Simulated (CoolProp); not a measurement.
Vapour-liquid equilibrium of isobutene (1) + acetone (2) at 0.14 MPa; x and y are mole fractions of (1).

Model: multi-fluid Helmholtz-energy mixture model, Lemmon 2005 and Lemmon 2006; pair parameters Bell 2016, in CoolProp.

Question: Give the bubble temperature and the first vapour's composition at x = 0.35, 0.5, 0.8. Is there an azeotrope?

Answer: x = 0.35: 13.4 °C, y = 0.898; x = 0.5: 9.3 °C, y = 0.924; x = 0.8: 4.9 °C, y = 0.956. No azeotrope shows between x = 0.05 and 0.95.

The pair parameters rest on a limited set of measurements; away from them the model extrapolates. With so large a gap from Raoult's law the liquid may split in two, which this calculation doesn't test in full.
